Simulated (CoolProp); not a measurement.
Vapour-liquid equilibrium of dimethyl ether (1) + n-hexane (2) at 341 K; x and y are mole fractions of (1).

The numbers come from the multi-fluid Helmholtz-energy mixture model, Wu 2011 and Thol 2019; pair parameters Bell 2016 in CoolProp.

Question: Give the bubble pressure and the first vapour's composition at x = 0.05, 0.125, 0.8. Is there an azeotrope?

Answer: x = 0.05: 0.1889 MPa, y = 0.485; x = 0.125: 0.3242 MPa, y = 0.709; x = 0.8: 1.369 MPa, y = 0.969. No azeotrope shows between x = 0.05 and 0.95.

The pair parameters rest on a limited set of measurements; away from them the model extrapolates. The gap from Raoult's law changes sign with composition, which may be real or a fault of the pair parameters; it wasn't checked against measurements.
